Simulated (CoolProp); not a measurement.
Computed with CoolProp (reference Helmholtz-energy equation of state, Platzer 1990). This equation is an older, rougher fit; its heat capacities, sound speeds and derivatives of the liquid may be far off and weren't checked against measurements.

Q: Give the vapour pressure (bar), liquid density (kg/m³), vapour Z, surface tension (mN/m) of saturated CF4 (R14) at 207.7 K.

A: 
```
T (K)  p (bar)  liquid density (kg/m³)  vapour Z  surface tension (mN/m)
-----  -------  ----------------------  --------  ----------------------
207.7     20.3                    1170     0.671                    2.05
```

Surface tension comes from a separate correlation (Mulero 2012).
